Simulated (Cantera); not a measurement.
Gas mixture: 25.4 % C2H6, 38.1 % C2H2, 36.4 % H2O, at 0.0220 bar, frozen composition.

Cantera's kinetic-theory transport with the Lennard-Jones parameters of GRI-Mech 3.0, ideal gas; thermal conductivity in the multicomponent form. Polar gases are described roughly by these parameters. The composition is frozen, though it would react at the higher temperatures.

D: mixture-averaged diffusion coefficient of that species in the mixture.

| T (K) | ρ (kg/m³) | cp (J/kg/K) | μ (µPa s) | λ (mW/m/K) | Pr | D (cm²/s) N2 | D (cm²/s) OH | D (cm²/s) H2O |
|---|---|---|---|---|---|---|---|---|
| 400 | 0.0160 | 1998 | 13.4 | 37.2 | 0.718 | 14.0 | 21.3 | 13.2 |
| 550 | 0.0116 | ___ | ___ | ___ | 0.727 | ___ | ___ | ___ |
| 700 | 0.00912 | 2576 | ___ | ___ | 0.734 | ___ | ___ | ___ |
| 850 | 0.00751 | 2792 | 25.8 | 97.2 | 0.740 | 52.6 | 79.2 | 54.8 |
| 1000 | 0.00639 | 2988 | 29.3 | 118 | 0.745 | 69.5 | 104 | 73.4 |
| 1150 | 0.00555 | 3154 | 32.7 | 138 | 0.749 | 88.0 | 132 | 94.0 |
| 1300 | 0.00491 | 3295 | 35.9 | 157 | 0.752 | 108 | 162 | 116 |

**Question.** Fill in the missing entries.

**Answer.** 
- 550, cp (J/kg/K): 2314
- 550, μ (µPa s): 17.8
- 550, λ (mW/m/K): 56.8
- 550, D (cm²/s) N2: 24.7
- 550, D (cm²/s) OH: 37.5
- 550, D (cm²/s) H2O: 24.4
- 700, μ (µPa s): 22.0
- 700, λ (mW/m/K): 77.0
- 700, D (cm²/s) N2: 37.7
- 700, D (cm²/s) OH: 56.9
- 700, D (cm²/s) H2O: 38.4
